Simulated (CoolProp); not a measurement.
Vapour-liquid equilibrium of ethylbenzene (1) + n-nonane (2) at 295.6 K; x and y are mole fractions of (1).

Model: multi-fluid Helmholtz-energy mixture model, Zhou 2012 and Lemmon 2006; pair parameters Bell 2016, in CoolProp.

| x | bubble pressure, mixture model (MPa) | bubble pressure, Raoult's law (MPa) | y, mixture model | y, Raoult's law |
|---|---|---|---|---|
| 0.05 | 0.0005443 | 0.0005241 | 0.138 | 0.105 |
| 0.2 | 0.0006834 | 0.0006156 | 0.417 | 0.359 |
| 0.35 | 0.0007995 | 0.0007071 | 0.585 | 0.546 |
| 0.5 | 0.0008936 | 0.0007985 | 0.700 | 0.691 |
| 0.65 | 0.0009702 | 0.0008900 | 0.790 | 0.806 |
| 0.8 | 0.001034 | 0.0009815 | 0.874 | 0.899 |
| 0.95 | 0.001088 | 0.001073 | 0.965 | 0.977 |

The largest gap from Raoult's law is +13.1 % in bubble pressure, at x = 0.35. No azeotrope shows between x = 0.05 and 0.95.

Pair parameters are fitted to limited data, so mixtures are less certain than the pure fluids.
